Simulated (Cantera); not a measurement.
Feed: 1 mol Zr, 0.53 mol H2O, 20 mol H2, held at 1.33 mbar.

Method: chemical equilibrium by Gibbs-energy minimisation in Cantera with the NASA 1993 tables (ideal gas, pure condensed phases). Candidate condensed phases: H2O, Zr, ZrO2; 12 gas species. Condensed phases not in the tables: N, O or C dissolved in the metal. Kinetics and transport are ignored. All values below are at 2325 °C.

Base state: H 0.622, H2 0.355, ZrO 0.0172, Zr 0.00594, ZrO2 1.23e-5 (mole fractions); condensed: Zr(l).

**Question.** What changes in the equilibrium state with this change: 0.3 mol NH3 added?

**Answer.** 
| species | before | after |
|---|---|---|
| H | 0.622 | 0.620 |
| H2 | 0.355 | 0.353 |
| ZrO | 0.0172 | 0.0167 |
| N2 | 0 | 0.00474 |
| ZrO2 | 1.23e-5 | 1.17e-5 |
| Zr | 0.00594 | 0.00594 |
| Zr(l), mol | 0.288 | 0.283 |
Further candidate phases: ZrN.
